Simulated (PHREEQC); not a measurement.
## Buffer (model solution)

Consider water at 25 °C with 0.014 mol/kgw NaH2PO4 and 0.0036 mol/kgw KOH. Closed to the air; pH follows from the charge balance.

Computed with PHREEQC (ion-association model, wateq4f.dat).

Each row changes one thing in this solution. No solid was allowed to form.

```
case                                           pH  ionic strength (mol/kgw)  H2PO4- (mol/kgw)  HPO4-2 (mol/kgw)  NaHPO4- (mol/kgw)  KHPO4- (mol/kgw)
-------------------------------------------  ----  ------------------------  ----------------  ----------------  -----------------  ----------------
as made                                      6.56                    0.0211            0.0104           0.00353            5.51e-5           1.41e-5
diluted 2-fold with water                    6.61                    0.0106           0.00520           0.00178            1.60e-5           4.10e-6
NaH2PO4 from 0.014 to 0.07 mol/kgw           5.63                    0.0768            0.0664               [?]           0.000189               [?]
NaH2PO4 from 0.014 to 0.007 mol/kgw          7.07                    0.0141           0.00340           0.00355            3.02e-5           1.55e-5
KOH replaced by K2HPO4 at the same molality  6.42                    0.0246            0.0140               [?]            5.30e-5               [?]
```

Some entries are withheld; supply them.


- NaH2PO4 from 0.014 to 0.07 mol/kgw, HPO4-2 (mol/kgw): 0.00342
- NaH2PO4 from 0.014 to 0.07 mol/kgw, KHPO4- (mol/kgw): 9.54e-6
- KOH replaced by K2HPO4 at the same molality, HPO4-2 (mol/kgw): 0.00352
- KOH replaced by K2HPO4 at the same molality, KHPO4- (mol/kgw): 2.71e-5

Species that the database lacks are ignored. H3PO4, which wateq4f.dat lacks, is added to it with the constant of phreeqc.dat.
